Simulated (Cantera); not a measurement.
A closed system holds: 1 mol Si2Cl6, 1.1 mol HCl, 61 mol N2, equilibrated at 21000 Pa.

Method: chemical equilibrium by Gibbs-energy minimisation in Cantera with the NASA 1993 tables (ideal gas, pure condensed phases). Candidate condensed phases: NH4Cl, Si, Si3N4; 28 gas species. The feed counts by its element totals alone. N2 is the only nitrogen source here; it is nearly inert below about 1500 K, so the nitride shown seldom forms there in practice. The tables' values for SiCl3 are old estimates; treat these amounts as uncertain. The numbers say what is thermodynamically allowed, not how fast it happens. All values below are at 1123 K.

Base state: N2 0.959, SiCl4 0.0239, HCl 0.0162, H2 0.000586, SiCl3 9.49e-5, SiHCl3 1.48e-5 (mole fractions); condensed: Si3N4(s).

Question: What changes in the equilibrium state with this change: N2 from 61 to 32 mol?

Answer: 
| species | before | after |
|---|---|---|
| N2 | 0.959 | 0.925 |
| SiCl4 | 0.0239 | 0.0444 |
| HCl | 0.0162 | 0.0292 |
| SiHCl3 | 1.48e-5 | 3.69e-5 |
| H2 | 0.000586 | 0.00142 |
| SiCl3 | 9.49e-5 | 0.000152 |
| Si3N4(s), mol | 0.160 | 0.158 |
